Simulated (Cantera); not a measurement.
# Thermodynamics of silicon etching in halogen gases, feed Si + Br₂ + H₂

A closed system holds: 1 mol Si, 7 mol Br₂, 63 mol H₂, equilibrated at 7.50 Torr.

Method: chemical equilibrium by Gibbs-energy minimisation in Cantera with the NASA 1993 tables (ideal gas, pure condensed phases). Candidate condensed phases: Br₂, Si; 19 gas species. The tables' values for SiBr₃ are old estimates; treat these amounts as uncertain. Kinetics and transport are ignored.

From 200 °C to 1025 °C nothing is condensed. The main Si-bearing gas is SiBr₄ at 200 °C and SiBr₂ at 1025 °C.

```
T (°C)   x H₂  x HBr   x SiBr₄   x SiBr₂
------  -----  -----  --------  --------
200     0.841  0.145    0.0145    <1e-12
275     0.841  0.145    0.0145    <1e-12
350     0.841  0.145    0.0145    <1e-12
425     0.841  0.145    0.0145  7.29e-11
500     0.841  0.145    0.0145   8.24e-9
575     0.841  0.145    0.0144   3.96e-7
650     0.840  0.145    0.0143   9.94e-6
725     0.840  0.146    0.0139  0.000148
800     0.837  0.148    0.0123   0.00132
875     0.829  0.156   0.00767   0.00555
950     0.820  0.165   0.00280    0.0106
1025    0.816  0.169  0.000755    0.0130
```
x: gas mole fraction; nothing condenses.
